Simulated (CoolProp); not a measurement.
The numbers come from the reference Helmholtz-energy equation of state, Akasaka 2022 in CoolProp.

### Question
For R1233zd(E), give the phase and the density (kg/m³), cp (kJ/(kg K)), speed of sound (m/s), Joule-Thomson coefficient (K/MPa) at -78.95 °C and 20100 kPa; -27.55 °C and 281 kPa; -76.05 °C and 551 kPa.

### Answer
- -78.95 °C and 20100 kPa: liquid; density 1510, cp 0.995, speed of sound 1180, Joule-Thomson coefficient -0.505
- -27.55 °C and 281 kPa: liquid; density 1380, cp 1.09, speed of sound 903, Joule-Thomson coefficient -0.412
- -76.05 °C and 551 kPa: liquid; density 1480, cp 1.01, speed of sound 1110, Joule-Thomson coefficient -0.488
